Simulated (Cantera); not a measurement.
**Thermodynamics of silicon etching in halogen gases, feed Si + HCl + H2**

Feed: 1 mol Si, 4 mol HCl, 31 mol H2, equilibrated at 13300 Pa.

Cantera equilibrium calculation (NASA polynomials, part measured and part estimated; ideal gas, pure solids and liquids). Candidate condensed phases: Si; 19 gas species. The tables' values for SiCl3 are old estimates; treat these amounts as uncertain. Equilibrium is a limit: real reactors are often held back by kinetics, nucleation or transport.

```
T (K)  log p H2  log p SiCl4  log p HCl  log p SiHCl3  n Si(s)
-----  --------  -----------  ---------  ------------  -------
525       -0.89        -2.41      -4.37         -4.37        0
575       -0.89        -2.42      -4.07         -4.07        0
625       -0.89        -2.42      -3.81         -3.82        0
675       -0.89        -2.44      -3.60         -3.60        0
725       -0.89        -2.45      -3.42         -3.43        0
775       -0.89        -2.47      -3.27         -3.28        0
825       -0.89        -2.49      -3.14         -3.15        0
875       -0.89        -2.52      -3.02         -3.05        0
925       -0.89        -2.56      -2.92         -2.97        0
975       -0.89        -2.60      -2.83         -2.90        0
1025      -0.89        -2.63      -2.68         -2.91   0.0314
1075      -0.90        -2.67      -2.53         -2.95   0.0827
```
log p: log10 of the partial pressure in bar; n: condensed amount in mol.

From 525 K to 975 K nothing is condensed. From 1025 K to 1075 K the condensed part is Si(s). The main Si-bearing gas is SiCl4 throughout.
